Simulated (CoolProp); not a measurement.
Vapour-liquid equilibrium of cyclopentane (1) + ethanol (2) at 0.982 MPa; x and y are mole fractions of (1).

The numbers come from the multi-fluid Helmholtz-energy mixture model, Gedanitz 2015 and Schroeder 2014; pair parameters Bell 2016 in CoolProp.

Task: Give the bubble temperature and the first vapour's composition at x = 0.125, 0.5, 0.875. Is there an azeotrope?

Result: x = 0.125: 140.4 °C, y = 0.296; x = 0.5: 124.8 °C, y = 0.647; x = 0.875: 126.9 °C, y = 0.726. y crosses x between x = 0.65 and 0.725: the model has an azeotrope there.

The pair parameters rest on a limited set of measurements; away from them the model extrapolates. With so large a gap from Raoult's law the liquid may split in two, which this calculation doesn't test in full.
